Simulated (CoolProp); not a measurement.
trans-2-butene at 298.15 K and 0.139 MPa is compressed adiabatically to 0.616 MPa with isentropic efficiency 0.8. Each further row changes one setting.

The numbers come from the reference Helmholtz-energy equation of state, Lemmon 2005 in CoolProp. It is a short technical equation, of lower accuracy than the large ones.

```json
[
 {"case": "as stated", "work (kJ/kg)": "82.1", "final temperature (K)": "355.1", "final density (kg/m³)": "13.1"},
 {"case": "efficiency 1", "work (kJ/kg)": "65.6", "final temperature (K)": "346.7", "final density (kg/m³)": "13.6"},
 {"case": "efficiency 0.65", "work (kJ/kg)": "101", "final temperature (K)": "364.8", "final density (kg/m³)": "12.6"}
]
```
